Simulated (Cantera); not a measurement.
## Diamond growth

A diamond (100) surface in a fixed gas of H2 with x(CH4) = 0.0065, x(H) = 0.0021, x(CH3) = 1.1e-05, 9.00 Torr; coverages are run to steady state.

Model: the Harris–Goodwin 1993 mechanism for the reconstructed diamond (100) surface, integrated in Cantera.

```csv
T (K),growth (µm/h),θ c6HH,θ c6H*,θ c6*H,θ c6**,θ c6HM
925,0.0452,0.665,0.0122,0.313,0.00535,0.00372
1000,0.0505,0.597,0.0182,0.373,0.00942,0.00205
1075,0.0317,0.535,0.0252,0.424,0.0150,0.000655
1150,0.0162,0.481,0.0327,0.464,0.0217,0.000138
1225,0.0130,0.436,0.0405,0.494,0.0292,2.73e-5
1300,0.0130,0.401,0.0481,0.514,0.0368,5.56e-6
1375,0.00848,0.374,0.0555,0.527,0.0438,1.15e-6
```
θ: site fractions in the mechanism's names (c6HH fully hydrogenated, c6H* and c6*H radical sites, c6** diradical, c6HM methylated).
